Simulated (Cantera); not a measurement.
Cantera run:

```python
import numpy as np
import cantera as ct

gas_names = [...]  # 110 gases of nasa_gas.yaml made of C, H, O
cond_names = """
    C(gr) C6H6(L) C7H8(L) C8H18(L),n-octa H2O(s) H2O(L)
""".split()


# ... load() reads the species with a 1 bar reference pressure and builds the phases ...
atoms = {
    'CO2': {'C': 1, 'O': 2},
    'H2O': {'H': 2, 'O': 1},
    'H2': {'H': 2},
}
top_T = {'C(gr)': 4500}  # K; cautious upper limits of use, not melting points


# ... equilibrate(T, P, feed) seeds the gas with the atoms and calls Mixture.equilibrate('TP', solver="vcs", rtol=1e-11, max_steps=5000) ...
results = []
feed = {'CO2': 1, 'H2O': 0.11, 'H2': 5.7}  # mol
P = 17000000  # Pa
for T in [875, 1025, 1175, 1325, 1475, 1625, 1775, 1925, 2075, 2225, 2375, 2525, 2675, 2825]:
    mix = equilibrate(T, P, feed)
    results.append((T, P, feed, dict(zip(mix.species_names, mix.species_moles))))

top = {s: max(r[3][s] / sum(r[3][g] for g in gas_names) for r in results) for s in gas_names}
cols = sorted((s for s in top if top[s] > 1e-06), key=lambda s: -top[s])[:7]
seen = [c for c in cond_names if any(r[3].get(c, 0) > 1e-12 for r in results)]
print("log10 of partial pressures in bar; condensed amounts in mol")
print(f"{'T/K':>10s}" + "".join(f"{s[:9]:>10s}" for s in cols + seen))
for T, P, feed, n in results:
    ng = sum(n[g] for g in gas_names)
    print(f"{T:10.4g}" + "".join(f"{np.log10(max(n[s] / ng * P / 1e5, 1e-99)):10.3f}" for s in cols)
          + "".join(f"{n.get(c, 0):10.4g}" for c in seen))
```

Output:

```
log10 of partial pressures in bar; condensed amounts in mol
       T/K        H2       H2O       CH4        CO       CO2         H        OH
       875     1.779     1.872     1.548    -2.169    -1.655    -9.410   -12.452
      1025     1.803     1.855     1.527    -0.317    -0.151    -7.459    -9.981
      1175     1.898     1.768     1.402     0.654     0.417    -5.963    -8.250
      1325     1.993     1.630     1.130     1.097     0.465    -4.790    -6.988
      1475     2.047     1.506     0.697     1.284     0.348    -3.863    -5.986
      1625     2.067     1.445     0.146     1.348     0.233    -3.118    -5.116
      1775     2.072     1.428    -0.412     1.367     0.152    -2.502    -4.352
      1925     2.073     1.425    -0.910     1.374     0.092    -1.983    -3.694
      2075     2.073     1.426    -1.341     1.377     0.044    -1.538    -3.128
      2225     2.073     1.427    -1.712     1.379     0.004    -1.152    -2.637
      2375     2.072     1.428    -2.033     1.380    -0.030    -0.815    -2.209
      2525     2.072     1.428    -2.314     1.381    -0.059    -0.516    -1.831
      2675     2.071     1.428    -2.561     1.382    -0.084    -0.252    -1.496
      2825     2.069     1.428    -2.781     1.382    -0.106    -0.015    -1.198
```

Method: chemical equilibrium by Gibbs-energy minimisation in Cantera with the NASA 1993 tables (ideal gas, pure condensed phases). The ideal-gas law is rough above about 30 bar.
